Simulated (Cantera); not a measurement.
**Chemical vapour transport: B + HCl**

Charge: 1 mol B, 0.78 mol HCl, at 10000 Pa.

Equilibrium computed with Cantera from the NASA thermochemical tables; the gas is ideal and each condensed phase is pure. Candidate condensed phases: B; 13 gas species. The tables' values for BCl2, BCl, BH2 are old estimates; treat these amounts as uncertain. Gases not in the tables: BHCl2. Rates play no part.

```csv
T (K),log p H2,log p HCl,log p BCl3,log p BCl2,log p BCl,log p Cl,n B(s)
775,-1.23,-2.57,-1.41,-9.65,<-13,<-13,0.746
925,-1.25,-2.15,-1.43,-7.61,-10.18,-11.12,0.756
1075,-1.29,-1.86,-1.46,-6.16,-8.04,-9.09,0.771
1225,-1.33,-1.66,-1.51,-5.07,-6.43,-7.56,0.790
1375,-1.38,-1.51,-1.56,-4.24,-5.19,-6.37,0.810
1525,-1.44,-1.41,-1.61,-3.59,-4.20,-5.42,0.829
1675,-1.49,-1.34,-1.68,-3.07,-3.39,-4.64,0.844
```
log p: log10 of the partial pressure in bar; n: condensed amount in mol.

From 775 K to 1675 K the condensed part is B(s). The main B-bearing gas is BCl3 throughout. The share of B in condensed phases is highest at 1675 K (84.4 %) and lowest at 775 K (74.6 %).
